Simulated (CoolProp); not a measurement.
Propylene glycol along the isotherm 620 K: Z from the reference equation and from simpler models built on Tc = 674.0 K, pc = 7.292 MPa, ω = 0.327; each cubic takes its own stable root.

Values from CoolProp's reference Helmholtz-energy equation of state, Eisenbach 2021.

```tsv
p (MPa)	phase	reference
0.0346	gas	0.9979
0.0559	gas	0.9965
0.0903	gas	0.9944
0.146	gas	0.9909
0.236	gas	0.9852
0.381	gas	0.9759
0.615	gas	0.9605
0.994	gas	0.9346
1.61	gas	0.8893
2.59	gas	0.8054
4.19	liquid	0.09186
6.77	liquid	0.1455
10.9	liquid	0.2285
```

Question: How far does each simpler model (van der Waals, Redlich-Kwong, Soave-Redlich-Kwong, Peng-Robinson) lie from the reference over these 13 states: mean and median of the absolute difference, and the worst?

Answer: 
- van der Waals: mean 61.6 %, median 0.8 %, worst +690.2 % at 620 K and 4.19 MPa
- Redlich-Kwong: mean 50.8 %, median 0.2 %, worst +629.2 % at 620 K and 4.19 MPa
- Soave-Redlich-Kwong: mean 2.4 %, median 0.0 %, worst +12.8 % at 620 K and 4.19 MPa
- Peng-Robinson: mean 0.9 %, median 0.3 %, worst -5.2 % at 620 K and 10.9 MPa

At some of these states van der Waals, Redlich-Kwong gives the other phase, because its saturation line lies elsewhere.
